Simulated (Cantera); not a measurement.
Input: 1 mol Fe(CO)5, 19 mol H2, held at 0.495 Torr.

Points: T (K) = 898, 998, 1098, 1198, 1298, 1398, 1498.

Cantera's Mixture.equilibrate('TP', solver="vcs", rtol=1e-11, max_steps=5000) on the NASA tables stopped like this:

```
ERROR: FAILURE its = 5001!

*******************************************************************************
CanteraError thrown by MultiPhase::equilibrate:
VCS solver failed. Return code: -1
*******************************************************************************
```

### Question
What got this run through?

### Answer
Several could match; the one computed here: The failure is numerical, not chemical. The same input converged with solver="gibbs", rtol=1e-10, max_steps=50000, and the result passed a check of the equilibrium conditions:
```
log10 of partial pressures in bar; condensed amounts in mol
       T/K        H2        CO     C(gr)     Fe(a)     Fe(c)
       898    -3.282    -3.863  0.007424         1         0
       998    -3.282    -3.862 0.0005042         1         0
      1098    -3.282    -3.862         0         1         0
      1198    -3.282    -3.862         0         0         1
      1298    -3.282    -3.862         0         0         1
      1398    -3.282    -3.862         0         0    0.9995
      1498    -3.282    -3.862         0         0    0.9948
```

The gas is ideal and each condensed phase is pure. Condensed phases not in the tables: cementite and carbon dissolved in iron.
